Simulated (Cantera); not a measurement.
Adiabatic ignition

An adiabatic, constant-volume homogeneous reactor starts with 1.22 % CH4, 0.122 % C2H6, 1.46 % C3H8, 20.4 % O2, 76.6 % N2, 0.280 % H2, at 1225 K and 1.00 bar.

Computed with Cantera and GRI-Mech 3.0 (53 species, 325 reactions). GRI-Mech 3.0 was tuned for natural gas; its chemistry of propane as a main component is partial and can be far from experiment.

| t (s) | T (K) | P (bar) | x CH4 | x C2H6 | x C3H8 | x C2H4 | x CO2 |
|---|---|---|---|---|---|---|---|
| 4.00e-6 | 1225 | 1.000 | 0.0122 | 0.00122 | 0.0146 | 3.65e-7 | <1e-12 |
| 1.04e-5 | 1225 | 1.000 | 0.0122 | 0.00122 | 0.0146 | 1.54e-6 | 6.96e-12 |
| 2.71e-5 | 1225 | 1.000 | 0.0122 | 0.00122 | 0.0146 | 5.12e-6 | 8.67e-11 |
| 7.04e-5 | 1225 | 1.000 | 0.0122 | 0.00122 | 0.0146 | 1.73e-5 | 1.49e-9 |
| 0.000183 | 1225 | 1.000 | 0.0122 | 0.00122 | 0.0146 | 8.09e-5 | 4.12e-8 |
| 0.000477 | 1225 | 1.00 | 0.0122 | 0.00126 | 0.0143 | 0.000385 | 5.11e-7 |
| 0.00124 | 1228 | 1.00 | 0.0122 | 0.00140 | 0.0133 | 0.00139 | 2.62e-6 |
| 0.00323 | 2489 | 2.07 | <1e-12 | <1e-12 | <1e-12 | <1e-12 | 0.0532 |
| 0.00839 | 2479 | 2.06 | <1e-12 | <1e-12 | <1e-12 | <1e-12 | 0.0533 |
| 0.0218 | 2467 | 2.05 | <1e-12 | <1e-12 | <1e-12 | <1e-12 | 0.0535 |
| 0.0568 | 2463 | 2.05 | <1e-12 | <1e-12 | <1e-12 | <1e-12 | 0.0536 |
| 0.148 | 2463 | 2.05 | <1e-12 | <1e-12 | <1e-12 | <1e-12 | 0.0536 |
| 0.384 | 2463 | 2.05 | <1e-12 | <1e-12 | <1e-12 | <1e-12 | 0.0536 |
| 1.00 | 2463 | 2.05 | <1e-12 | <1e-12 | <1e-12 | <1e-12 | 0.0536 |
x: mole fraction; the columns are a selection and need not sum to one.

The time of steepest temperature rise is 2.73 ms. The temperature at 1.00 s is 2463 K and the equilibrium temperature is 2463 K. The x(CH4) at 1.00 s comes out as <1e-12 (gas-phase equilibrium <1e-12) and the x(C2H6) at 1.00 s comes out as <1e-12 (gas-phase equilibrium <1e-12). The x(C3H8) at 1.00 s comes out as <1e-12 (gas-phase equilibrium <1e-12).
